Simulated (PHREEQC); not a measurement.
Solution (25 °C): 0.0034 mol HCl and 0.0008 mol NaCl per kg of water. Closed to the air; pH follows from the charge balance.

All values are PHREEQC results (ion-association model, wateq4f.dat), not measurements.

```csv
quantity,before,after
pH,2.50,2.50
ionic strength (mol/kgw),0.00420,0.00579
```

Problem. Which change was made?
A) temperature from 25 to 65 °C
B) NaCl replaced by NiCl2 at the same molality
C) HCl from 0.0034 to 0.00034 mol/kgw
D) diluted 2-fold with water
E) diluted 100-fold with water

Solution. B, NaCl replaced by NiCl2 at the same molality

Precipitation was switched off in this run.
